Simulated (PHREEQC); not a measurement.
A solution holds 5.1 mmol/kgw FeSO4, 0.0063 mmol/kgw Ca(HCO3)2 and 2.4 mmol/kgw NaHSO4, at 82 °C. Closed to the air; pH follows from the charge balance.

The numbers come from PHREEQC with the ion-association model, phreeqc.dat.

Precipitation was switched off in this run.

Task: Order these S species by the share of S that they hold, largest first: SO4-2, NaSO4-, FeSO4, HSO4-, FeHSO4+.

Result: SO4-2 (58 %), FeSO4 (25 %), HSO4- (16 %), NaSO4- (0.52 %), FeHSO4+ (0.36 %)

The pH is 2.99 and the ionic strength 0.0174 mol/kgw. Complexes and solids missing from the database can't appear. Constants without temperature data keep their 25 °C values here.
